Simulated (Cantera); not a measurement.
An adiabatic, constant-volume homogeneous reactor starts with 2.75 % C3H8, 7.64 % O2, 84.1 % N2, 5.50 % CO2, equivalence ratio 1.8, at 1700 K and 5.00 bar.

Detailed kinetics in Cantera: GRI-Mech 3.0 (53 species, 325 reactions). GRI-Mech 3.0 was tuned for natural gas; its chemistry of propane as a main component is partial and can be far from experiment.

One state of this run: T (K) = 2440; P (bar) = 7.82; x C3H8 = <1e-12; x O2 = 2.01e-5; x CO2 = 0.0403; x CH2 = <1e-12; x HO2 = 1.69e-8. x: mole fraction; the columns are a selection and need not sum to one.

**Question.** Which value of t (s) does it belong to?
A) 0.796
B) 2.00e-6
C) 0.000200
D) 5.02e-6

**Answer.** A, 0.796
